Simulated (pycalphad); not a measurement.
CALPHAD calculation (pycalphad, COST 507 light-alloy database (1999)), 1 atm. The data set is of 1999 and partly superseded. Kinetics are ignored, which matters at the lower temperatures.

# N-64.1B (at.%): equilibrium cooling sequence

```
T (K)      phases above      phases below
------  ---------------  ----------------
2669.8     gas + liquid   BN_HP4 + liquid
2348.0  BN_HP4 + liquid  β-boron + BN_HP4
```

Changes were sought between steps of 100 K, so a narrower field can be missed. At the top of the range, 3700 K, the alloy is not yet fully liquid: it holds liquid + gas.

Database names, with the compositions (at.%) that they take in these runs: BN_HP4: N 50 B 50.
